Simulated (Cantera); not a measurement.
Feed: 1 mol PbO, 0.58 mol C, 0.17 mol H₂, equilibrated at 2350 °C and 0.130 bar.

Method: chemical equilibrium by Gibbs-energy minimisation in Cantera with the NASA 1993 tables (ideal gas, pure condensed phases). Candidate condensed phases: C, C₆H₆, C₇H₈, C₈H₁₈, H₂O, Pb, PbO, PbO₂, Pb₃O₄; 113 gas species. Gases not in the tables: (PbO)n polymers. Equilibrium is a limit: real reactors are often held back by kinetics, nucleation or transport.

Base state: Pb 0.516, CO 0.221, CO₂ 0.101, H₂O 0.0601, PbO 0.0393, H₂ 0.0202, H 0.0166, OH 0.0117 (mole fractions); condensed: gas only.

Task: What changes in the equilibrium state with this change: temperature from 2350 °C to 2227 °C?

Result: 
```tsv
species	before	after
Pb	0.516	0.528
CO	0.221	0.210
CO₂	0.101	0.117
H	0.0166	0.00975
OH	0.0117	0.00701
H₂O	0.0601	0.0678
PbO	0.0393	0.0357
H₂	0.0202	0.0196
O	0.00621	0.00230
O₂	0.00753	0.00327
Pb₂	6.38e-5	7.84e-5
```
